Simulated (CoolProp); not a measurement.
Saturation properties of methane (Tc = 190.6 K, pc = 4.599 MPa, ω = 0.011).

Computed with CoolProp (reference Helmholtz-energy equation of state, Setzmann 1991).

```tsv
T (K)	p (MPa)	enthalpy of vaporisation (kJ/kg)	vapour Z	liquid viscosity (µPa s)	vapour viscosity (µPa s)	liquid conductivity (mW/(m K))
129.4	0.3543	473.5	___	82.1	4.96	159
133.9	0.4610	462.1	0.8967	75.7	5.15	152
138.4	0.5897	___	0.8777	70.0	5.34	146
142.9	0.7427	436.4	0.8567	___	5.54	139
147.4	0.9227	421.7	0.8337	60.0	5.76	___
151.9	1.132	___	0.8083	___	5.99	127
156.4	1.374	387.9	0.7806	51.3	6.25	120
160.9	1.650	368.2	___	47.3	6.54	114
165.4	1.965	346.0	0.7164	___	6.88	107
169.9	2.320	320.9	0.6789	39.7	7.29	101
```

Complete the blanks.


- 129.4, vapour Z: 0.9138
- 138.4, enthalpy of vaporisation (kJ/kg): 449.8
- 142.9, liquid viscosity (µPa s): 64.8
- 147.4, liquid conductivity (mW/(m K)): 133
- 151.9, enthalpy of vaporisation (kJ/kg): 405.6
- 151.9, liquid viscosity (µPa s): 55.5
- 160.9, vapour Z: 0.7501
- 165.4, liquid viscosity (µPa s): 43.4

It boils at 111.7 K under 1 atm.

Viscosity comes from a separate model (Quiñones-Cisneros 2006). Thermal conductivity comes from a separate model (Friend 1989).
